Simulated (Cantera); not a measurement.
A Cantera script and what it prints.

```python
import numpy as np
import cantera as ct

gas_names = """
    B BH BH2 BH3 BN BO BO2 B2 B2O B2O2 B2O3 B3O3H3 H HBO HBO2 HNO HNO2 HNO3 HO2 H2 H2O H2O2 H3B3O6 N NH
    NH2 NH3 NH2OH NO NO2 NO3 N2 N2H2 N2H4 N2O O OH O2 O3
""".split()
cond_names = """
    B(b) B(L) BN(s) B2O3(L) B3O3H3(cr) H2O(s) H2O(L)
""".split()


# ... load() reads the species with a 1 bar reference pressure and builds the phases ...
atoms = {
    'B2O3': {'B': 2, 'O': 3},
    'NH3': {'N': 1, 'H': 3},
    'N2': {'N': 2},
}
top_T = {'BN(s)': 3200}  # K; cautious upper limits of use, not melting points


# ... equilibrate(T, P, feed) seeds the gas with the atoms and calls Mixture.equilibrate('TP', solver="vcs", rtol=1e-11, max_steps=5000) ...
results = []
feed = {'B2O3': 1, 'NH3': 9.2, 'N2': 0.47}  # mol
P = 51  # Pa
for T in [1175, 1200, 1225, 1250, 1275, 1300, 1325, 1350]:
    mix = equilibrate(T, P, feed)
    results.append((T, P, feed, dict(zip(mix.species_names, mix.species_moles))))

top = {s: max(r[3][s] / sum(r[3][g] for g in gas_names) for r in results) for s in gas_names}
cols = sorted((s for s in top if top[s] > 0.001), key=lambda s: -top[s])[:5]
seen = [c for c in cond_names if any(r[3].get(c, 0) > 1e-12 for r in results)]
print("log10 of partial pressures in bar; condensed amounts in mol")
print(f"{'T/K':>10s}" + "".join(f"{s[:9]:>10s}" for s in cols + seen))
for T, P, feed, n in results:
    ng = sum(n[g] for g in gas_names)
    print(f"{T:10.4g}" + "".join(f"{np.log10(max(n[s] / ng * P / 1e5, 1e-99)):10.3f}" for s in cols)
          + "".join(f"{n.get(c, 0):10.4g}" for c in seen))
```

Output:

```
log10 of partial pressures in bar; condensed amounts in mol
       T/K        H2        N2      HBO2       HBO      B2O3     BN(s)   B2O3(L)
      1175    -3.429    -3.864    -6.619    -7.671    -8.399  0.006973    0.9915
      1200    -3.429    -3.864    -6.463    -7.402    -8.036  0.007976    0.9886
      1225    -3.429    -3.864    -6.315    -7.145    -7.689  0.009261    0.9843
      1250    -3.429    -3.864    -6.172    -6.898    -7.356   0.01084    0.9781
      1275    -3.430    -3.864    -6.036    -6.661    -7.036   0.01269    0.9691
      1300    -3.430    -3.865    -5.906    -6.434    -6.730   0.01469    0.9557
      1325    -3.431    -3.865    -5.781    -6.216    -6.436   0.01659    0.9356
      1350    -3.432    -3.866    -5.661    -6.006    -6.153    0.0179    0.9048
```

These are equilibrium values from Cantera (NASA tables, ideal gas, pure condensed phases), not measurements of a reactor. Mutual solubility and eutectic melting of coexisting phases are not modelled.
